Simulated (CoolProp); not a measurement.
Nitrogen along the isobar 3790 kPa: density (kg/m³) from the reference equation and from simpler models built on Tc = -147.0 °C, pc = 3396 kPa, ω = 0.037; each cubic takes its own stable root.

Values from CoolProp's reference Helmholtz-energy equation of state, Span 2000.

```
T (°C)           phase  reference  van der Waals  Redlich-Kwong  Soave-Redlich-Kwong  Peng-Robinson
-------  -------------  ---------  -------------  -------------  -------------------  -------------
-167.55         liquid      674.0          474.7          653.5                653.8     (withheld)
-157.55         liquid      602.7          426.0     (withheld)                564.5          634.7
-147.55         liquid      476.3          345.4          413.4           (withheld)          457.6
-137.55  supercritical      156.9     (withheld)          157.6                156.5          164.8
-127.55  supercritical      121.8          124.3          122.6           (withheld)          126.9
-117.55  supercritical      104.0          106.6          104.8                103.8          107.7
-107.55  supercritical      92.25          94.68          92.93                91.98          95.03
-97.55   supercritical      83.59     (withheld)          84.20                83.28          85.78
-87.45   supercritical      76.75          78.79          77.29                76.41          78.50
-77.45   supercritical      71.23          73.09          71.73                70.88          72.67
-67.45   supercritical      66.60          68.29          67.06                66.25          67.80
```

**Question.** Fill in the missing entries.

**Answer.** 
- -167.55, Peng-Robinson: 737.9
- -157.55, Redlich-Kwong: 563.1
- -147.55, Soave-Redlich-Kwong: 413.7
- -137.55, van der Waals: 159.0
- -127.55, Soave-Redlich-Kwong: 121.6
- -97.55, van der Waals: 85.83
